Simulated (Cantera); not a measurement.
Mixture: CH4 : O2 : N2 = 1 : 4.44 : 15.1 (molar parts), equivalence ratio 0.45, at 1.00 bar, adiabatic and at constant volume. Ignition delay is the time to a rise of 400 K.

Cantera simulation using GRI-Mech 3.0 (53 species, 325 reactions); the numbers are that mechanism's predictions, not measurements.

**Question.** What does this change do: pressure from 1.00 bar to 2.20 bar?

**Answer.** 
| quantity | before | after |
|---|---|---|
| delay at 1250 K | 13.4 ms | 6.86 ms |
| delay at 1350 K | 3.80 ms | 2.02 ms |
| delay at 1450 K | 1.30 ms | 0.693 ms |
| delay at 1550 K | 0.531 ms | 0.277 ms |
| delay at 1650 K | 0.251 ms | 0.127 ms |
| delay at 1750 K | 0.132 ms | 64.8 µs |
| delay at 1850 K | 74.9 µs | 36.2 µs |
| apparent activation energy between 1650 and 1850 K | 150 kJ/mol | 160 kJ/mol |

**Question.** What does this change do: pressure from 1.00 bar to 7.90 bar?

**Answer.** 
```csv
quantity,before,after
delay at 1250 K,13.4 ms,2.07 ms
delay at 1350 K,3.80 ms,0.665 ms
delay at 1450 K,1.30 ms,0.241 ms
delay at 1550 K,0.531 ms,97.8 µs
delay at 1650 K,0.251 ms,44.1 µs
delay at 1750 K,0.132 ms,21.9 µs
delay at 1850 K,74.9 µs,11.8 µs
apparent activation energy between 1650 and 1850 K,150 kJ/mol,170 kJ/mol
```
